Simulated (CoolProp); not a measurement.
The numbers come from the reference Helmholtz-energy equation of state, Gedanitz 2015 in CoolProp.

Task: For cyclopentane, give the phase and the cp (kJ/(kg K)), isothermal compressibility (1/MPa) at 345.8 K and 9.31 bar; 477.1 K and 9.31 bar.

Result: 
- 345.8 K and 9.31 bar: liquid; cp 2.06, isothermal compressibility 0.00214
- 477.1 K and 9.31 bar: gas; cp 2.14, isothermal compressibility 1.20
